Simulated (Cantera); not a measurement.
Equilibrium for carbothermic reduction: Cu2O + C + N2

A closed system holds: 1 mol Cu2O, 0.72 mol C, 0.78 mol N2, held at 2398.15 K.

These are equilibrium values from Cantera (NASA tables, ideal gas, pure condensed phases), not measurements of a reactor. Candidate condensed phases: C, Cu, CuO, Cu2O; 27 gas species. Rates play no part.

```json
[
 {"P (Pa)": "10", "log p Cu": "-4.27", "log p N2": "-4.68", "log p CO": "-4.73", "log p CO2": "-6.22", "log p O": "-5.23", "log p O2": "-6.34", "log p Cu2": "-9.41", "log p NO": "-6.84", "n Cu(l)": "0"},
 {"P (Pa)": "100", "log p Cu": "-3.26", "log p N2": "-3.67", "log p CO": "-3.77", "log p CO2": "-4.58", "log p O": "-4.56", "log p O2": "-4.99", "log p Cu2": "-7.39", "log p NO": "-5.66", "n Cu(l)": "0"},
 {"P (Pa)": "1000", "log p Cu": "-2.25", "log p N2": "-2.66", "log p CO": "-2.83", "log p CO2": "-3.25", "log p O": "-4.16", "log p O2": "-4.18", "log p Cu2": "-5.37", "log p NO": "-4.75", "n Cu(l)": "0"},
 {"P (Pa)": "10000", "log p Cu": "-1.25", "log p N2": "-1.65", "log p CO": "-1.88", "log p CO2": "-2.13", "log p O": "-3.99", "log p O2": "-3.84", "log p Cu2": "-3.37", "log p NO": "-4.08", "n Cu(l)": "0"},
 {"P (Pa)": "100000", "log p Cu": "-1.03", "log p N2": "-0.33", "log p CO": "-0.57", "log p CO2": "-0.77", "log p O": "-3.94", "log p O2": "-3.76", "log p Cu2": "-2.94", "log p NO": "-3.37", "n Cu(l)": "1.84"},
 {"P (Pa)": "1000000", "log p Cu": "-1.03", "log p N2": "0.71", "log p CO": "0.46", "log p CO2": "0.27", "log p O": "-3.94", "log p O2": "-3.75", "log p Cu2": "-2.94", "log p NO": "-2.85", "n Cu(l)": "1.99"}
]
```
log p: log10 of the partial pressure in bar; n: condensed amount in mol.

From 0.000100 bar to 0.100 bar nothing is condensed. From 1.00 bar to 10.0 bar the condensed part is Cu(l). The main Cu-bearing gas is Cu throughout.
